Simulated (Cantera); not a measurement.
A closed system holds: 1 mol NF3, 1.8 mol H2, 21 mol N2, held at 700000 Pa.

Method: chemical equilibrium by Gibbs-energy minimisation in Cantera with the NASA 1993 tables (ideal gas, pure condensed phases). Rates play no part.

### Question
At 2348 K, list the 4 most abundant gas species with their mole fractions, and the condensed phases.

### Answer
N2 0.867, HF 0.121, H2 0.0118, H 0.000508. Condensed: gas only.
